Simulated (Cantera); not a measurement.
A perfectly stirred reactor is fed with 1.16 % CO, 0.338 % O₂, 2.03 % H₂O, 96.5 % N₂, equivalence ratio 1.7, at 0.760 bar; it is held at 1225 K, and followed from long to short residence time.

Detailed kinetics in Cantera: GRI-Mech 3.0 (53 species, 325 reactions).

One state of this run: x CO = 0.00392; x O₂ = 0.000413; x H₂O = 0.0184; x NO = 4.34e-7; x H₂O₂ = 5.14e-8; x H₂ = 0.00148. x: mole fraction; the columns are a selection and need not sum to one.

Question: Which value of τ (s) does it belong to?
A. 0.016
B. 1.2
C. 0.14
D. 0.00091

Answer: A, 0.016
